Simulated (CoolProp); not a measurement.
Vapour-liquid equilibrium of fluoroethane (R161) (1) + R1234yf (2) at 0.295 bar; x and y are mole fractions of (1).

The numbers come from the multi-fluid Helmholtz-energy mixture model, Wu 2012 and Lemmon 2022; pair parameters Bell 2016 in CoolProp.

```csv
x,"bubble temperature, mixture model (°C)","bubble temperature, Raoult's law (°C)","y, mixture model","y, Raoult's law"
0.05,-54.9,-54.6,0.083,0.073
0.125,-55.7,-55.3,0.195,0.176
0.2,-56.5,-55.9,0.295,0.273
0.275,-57.3,-56.5,0.384,0.363
0.35,-57.9,-57.0,0.464,0.447
0.425,-58.5,-57.6,0.537,0.527
0.5,-59.0,-58.1,0.604,0.601
0.575,-59.5,-58.6,0.667,0.671
0.65,-59.9,-59.1,0.727,0.737
0.725,-60.3,-59.6,0.785,0.799
0.8,-60.6,-60.1,0.842,0.858
0.875,-60.9,-60.6,0.900,0.914
0.95,-61.2,-61.0,0.959,0.966
```

The largest gap from Raoult's law is -0.9 K in bubble temperature, at x = 0.425. No azeotrope shows between x = 0.05 and 0.95.

The pair parameters rest on a limited set of measurements; away from them the model extrapolates.
